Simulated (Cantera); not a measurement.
A closed system holds: 1 mol Si, 0.0017 mol O₂, 30 mol H₂, equilibrated at 627 °C and 14.0 mbar.

Method: chemical equilibrium by Gibbs-energy minimisation in Cantera with the NASA 1993 tables (ideal gas, pure condensed phases). Candidate condensed phases: H₂O, Si, SiO₂; 18 gas species. Kinetics and transport are ignored.

Base state: H₂ 1.00 (mole fractions); condensed: Si(s) + SiO₂(β-quartz).

What changes in the equilibrium state with this change: temperature from 627 °C to 1002 °C?


| species | before | after |
|---|---|---|
| H₂ | 1.00 | 1.000 |
| SiO | <1e-9 | 0.000113 |
| Si(s), mol | 0.998 | 0.997 |
| SiO₂(β-quartz), mol | 0.00170 | 0 |
